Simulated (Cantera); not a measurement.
A freely propagating, adiabatic, planar premixed flame of H₂ : O₂ : N₂ = 1 : 0.455 : 1.55 (molar parts), equivalence ratio 1.1, unburnt at 625 K and 1.00 atm; mixture-averaged transport, grid criteria slope 0.08 and curve 0.16, no radiation.

Computed with Cantera and the H2/O2 subset of GRI-Mech 3.0, which has no nitrogen chemistry. Burning velocities carry a grid error of a few per cent, more on coarse grids.

Problem. Predict: laminar burning velocity; thermal thickness; peak x(HO₂); peak x(H₂O₂); peak x(OH); peak x(H).

Solution. 
| Quantity | Value |
|---|---|
| laminar burning velocity | 922 cm/s |
| thermal thickness | 0.459 mm |
| peak x(HO₂) | 0.000290 |
| peak x(H₂O₂) | 1.14e-5 |
| peak x(OH) | 0.0214 |
| peak x(H) | 0.0759 |
